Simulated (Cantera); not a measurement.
Dilute partial oxidation

A perfectly stirred reactor is fed with 1.94 % CH₃OH, 0.904 % O₂, 97.2 % N₂, equivalence ratio 3.2, at 5250 Torr; it is held at 1500 K, and followed from long to short residence time.

Cantera simulation using GRI-Mech 3.0 (53 species, 325 reactions); the numbers are that mechanism's predictions, not measurements. GRI-Mech 3.0 was tuned for natural gas; its chemistry of methanol as a main component is partial and can be far from experiment.

```json
[
 {"τ (s)": "0.98", "x CH₃OH": "2.55e-6", "x O₂": "2.85e-5", "x C₂H": "8.48e-12", "x HCN": "2.41e-8", "x CO₂": "0.00344", "x H₂O": "0.0142", "x CH₂O": "1.94e-6"},
 {"τ (s)": "0.40", "x CH₃OH": "3.15e-6", "x O₂": "3.50e-5", "x C₂H": "9.31e-12", "x HCN": "4.14e-8", "x CO₂": "0.00338", "x H₂O": "0.0142", "x CH₂O": "2.39e-6"},
 {"τ (s)": "0.16", "x CH₃OH": "4.78e-6", "x O₂": "5.27e-5", "x C₂H": "1.30e-11", "x HCN": "7.05e-8", "x CO₂": "0.00330", "x H₂O": "0.0142", "x CH₂O": "3.61e-6"},
 {"τ (s)": "0.065", "x CH₃OH": "7.96e-6", "x O₂": "8.68e-5", "x C₂H": "2.02e-11", "x HCN": "1.14e-7", "x CO₂": "0.00315", "x H₂O": "0.0143", "x CH₂O": "6.00e-6"},
 {"τ (s)": "0.026", "x CH₃OH": "1.39e-5", "x O₂": "0.000149", "x C₂H": "3.18e-11", "x HCN": "1.79e-7", "x CO₂": "0.00292", "x H₂O": "0.0144", "x CH₂O": "1.05e-5"},
 {"τ (s)": "0.011", "x CH₃OH": "2.41e-5", "x O₂": "0.000250", "x C₂H": "4.70e-11", "x HCN": "2.58e-7", "x CO₂": "0.00262", "x H₂O": "0.0146", "x CH₂O": "1.80e-5"},
 {"τ (s)": "0.0042", "x CH₃OH": "4.53e-5", "x O₂": "0.000443", "x C₂H": "6.72e-11", "x HCN": "3.51e-7", "x CO₂": "0.00222", "x H₂O": "0.0146", "x CH₂O": "3.37e-5"},
 {"τ (s)": "0.0017", "x CH₃OH": "8.46e-5", "x O₂": "0.000750", "x C₂H": "8.40e-11", "x HCN": "4.06e-7", "x CO₂": "0.00182", "x H₂O": "0.0145", "x CH₂O": "6.27e-5"},
 {"τ (s)": "0.00069", "x CH₃OH": "0.000171", "x O₂": "0.00126", "x C₂H": "8.51e-11", "x HCN": "3.65e-7", "x CO₂": "0.00143", "x H₂O": "0.0139", "x CH₂O": "0.000125"}
]
```
x: mole fraction; the columns are a selection and need not sum to one.
